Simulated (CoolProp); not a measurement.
Saturated liquid density (kg/m³) of octamethylcyclotetrasiloxane (D4): the reference equation beside estimates from Tc = 586.5 K, pc = 13.47 bar, ω = 0.598.

The numbers come from the reference Helmholtz-energy equation of state, Thol 2015 in CoolProp.

```tsv
T (K)	reference	van der Waals	Redlich-Kwong	Soave-Redlich-Kwong	Peng-Robinson
396.9	834.0	477.0	694.5	756.3	853.6
401.9	827.7	473.7	688.6	751.0	847.8
406.8	821.5	470.3	682.7	745.7	842.1
411.8	815.1	466.9	676.6	740.1	836.0
416.7	808.7	463.4	670.4	734.4	829.9
421.7	802.2	459.8	664.1	728.5	823.4
426.6	795.8	456.3	657.7	722.5	816.9
431.6	789.1	452.6	651.1	716.3	810.1
436.5	782.5	448.9	644.5	710.0	803.2
```

Absolute difference from the reference over all 9 rows, mean and median: van der Waals 42.7 and 42.7 %, Redlich-Kwong 17.1 and 17.1 %, Soave-Redlich-Kwong 9.2 and 9.2 %, Peng-Robinson 2.6 and 2.6 %.
